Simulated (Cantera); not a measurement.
**Ignition delay**

Mixture: CO : H₂ : O₂ : N₂ = 1 : 1.3 : 1.95 : 13.4 (molar parts), at 10.0 bar, adiabatic and at constant pressure. Ignition delay is the time to a rise of 400 K.

Cantera simulation using GRI-Mech 3.0 (53 species, 325 reactions); the numbers are that mechanism's predictions, not measurements. The hydrogen kinetics of GRI-Mech 3.0 are dated; newer H2 mechanisms differ, most at raised pressure. Where the delays flatten at high temperature, the 400 K rule measures the pace of heat release, not the induction time.

```tsv
T0 (K)	delay (ms)
1200	0.0545
1300	0.0101
1400	0.00532
1500	0.00374
1600	0.00304
1700	0.00270
1800	0.00257
1900	0.00255
```
